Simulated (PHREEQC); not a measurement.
Consider water at 25 °C with 0.0057 mol FeSO4, 0.0091 mol NiCl2 and 0.0001 mol Na2SO4 per kg of water. Closed to the air; pH follows from the charge balance.

All values are PHREEQC results (ion-association model, wateq4f.dat), not measurements.

### Question
The ionic strength comes out as 0.0417 mol/kgw. What activity coefficients do Fe+2, SO4-2, FeCl+, NiCl+, Na+ get?

### Answer
Fe+2 0.50, SO4-2 0.49, FeCl+ 0.84, NiCl+ 0.83, Na+ 0.83.

No solid was allowed to form.
